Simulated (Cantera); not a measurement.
**Premixed flame**

A freely propagating, adiabatic, planar premixed flame of CH4 : O2 : N2 = 1 : 2.82 : 10.6 (molar parts), unburnt at 700 K and 713 Torr; mixture-averaged transport, grid criteria slope 0.08 and curve 0.16, no radiation.

Model: GRI-Mech 3.0 (53 species, 325 reactions), integrated in Cantera. Burning velocities carry a grid error of a few per cent, more on coarse grids.

```json
[
 {"z (mm)": "-1.13", "T (K)": "700", "u (m/s)": "1.36", "x CH4": "0.0693", "x O2": "0.195", "x H2": "0.000595", "x H": "<1e-8", "x CO2": "3.83e-7", "x NO2": "<1e-8"},
 {"z (mm)": "-0.754", "T (K)": "702", "u (m/s)": "1.36", "x CH4": "0.0690", "x O2": "0.195", "x H2": "0.00159", "x H": "<1e-8", "x CO2": "5.37e-6", "x NO2": "<1e-8"},
 {"z (mm)": "-0.566", "T (K)": "709", "u (m/s)": "1.38", "x CH4": "0.0685", "x O2": "0.194", "x H2": "0.00272", "x H": "2.60e-8", "x CO2": "2.62e-5", "x NO2": "<1e-8"},
 {"z (mm)": "-0.377", "T (K)": "747", "u (m/s)": "1.45", "x CH4": "0.0657", "x O2": "0.191", "x H2": "0.00483", "x H": "1.51e-6", "x CO2": "0.000213", "x NO2": "<1e-8"},
 {"z (mm)": "-0.189", "T (K)": "1002", "u (m/s)": "1.97", "x CH4": "0.0491", "x O2": "0.170", "x H2": "0.00857", "x H": "9.34e-5", "x CO2": "0.00287", "x NO2": "1.50e-8"},
 {"z (mm)": "-0.0943", "T (K)": "1317", "u (m/s)": "2.60", "x CH4": "0.0284", "x O2": "0.139", "x H2": "0.0106", "x H": "0.000556", "x CO2": "0.00848", "x NO2": "<1e-8"},
 {"z (mm)": "0", "T (K)": "1644", "u (m/s)": "3.27", "x CH4": "0.00760", "x O2": "0.101", "x H2": "0.0104", "x H": "0.00211", "x CO2": "0.0189", "x NO2": "<1e-8"},
 {"z (mm)": "0.0943", "T (K)": "1790", "u (m/s)": "3.56", "x CH4": "0.000690", "x O2": "0.0773", "x H2": "0.00734", "x H": "0.00378", "x CO2": "0.0308", "x NO2": "<1e-8"},
 {"z (mm)": "0.189", "T (K)": "1838", "u (m/s)": "3.64", "x CH4": "3.39e-5", "x O2": "0.0689", "x H2": "0.00561", "x H": "0.00444", "x CO2": "0.0403", "x NO2": "<1e-8"},
 {"z (mm)": "0.377", "T (K)": "1897", "u (m/s)": "3.74", "x CH4": "1.07e-7", "x O2": "0.0637", "x H2": "0.00495", "x H": "0.00421", "x CO2": "0.0507", "x NO2": "<1e-8"},
 {"z (mm)": "0.754", "T (K)": "1971", "u (m/s)": "3.87", "x CH4": "<1e-8", "x O2": "0.0605", "x H2": "0.00412", "x H": "0.00292", "x CO2": "0.0577", "x NO2": "<1e-8"},
 {"z (mm)": "1.51", "T (K)": "2044", "u (m/s)": "3.99", "x CH4": "<1e-8", "x O2": "0.0587", "x H2": "0.00274", "x H": "0.00143", "x CO2": "0.0616", "x NO2": "<1e-8"},
 {"z (mm)": "3.02", "T (K)": "2101", "u (m/s)": "4.09", "x CH4": "<1e-8", "x O2": "0.0575", "x H2": "0.00152", "x H": "0.000552", "x CO2": "0.0646", "x NO2": "1.54e-8"}
]
```
x: mole fraction of selected species; z is measured from the peak of heat release.

```
Item                         Value
------------------------  --------
laminar burning velocity  135 cm/s
thermal thickness         0.377 mm
peak x(H2)                  0.0109
peak x(H)                  0.00449
grid points                    139
```
